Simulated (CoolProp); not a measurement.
Saturation properties of vinyl chloride (Tc = 151.9 °C, pc = 5.600 MPa, ω = 0.160).

Computed with CoolProp (reference Helmholtz-energy equation of state, Thol 2022).

```tsv
T (°C)	p (MPa)	vapour density (kg/m³)	enthalpy of vaporisation (kJ/kg)	liquid cp (kJ/(kg K))
-59.25	0.009771	0.3452	391.7	___
-50.65	0.01662	0.5658	___	1.476
-42.15	0.02682	0.8826	377.9	1.473
-33.65	___	1.326	371.1	1.473
-25.05	___	1.935	364.3	___
-16.55	0.09073	2.731	357.4	1.479
-8.05	0.1280	3.759	350.6	___
0.55	0.1768	5.076	343.5	1.494
9.05	0.2381	6.699	336.3	1.505
17.55	0.3142	8.689	328.9	___
```

Task: Some entries are withheld; supply them.

Result: 
- -59.25, liquid cp (kJ/(kg K)): 1.482
- -50.65, enthalpy of vaporisation (kJ/kg): 384.7
- -33.65, p (MPa): 0.04160
- -25.05, p (MPa): 0.06255
- -25.05, liquid cp (kJ/(kg K)): 1.475
- -8.05, liquid cp (kJ/(kg K)): 1.485
- 17.55, liquid cp (kJ/(kg K)): 1.518

It boils at -13.9 °C under 1 atm.
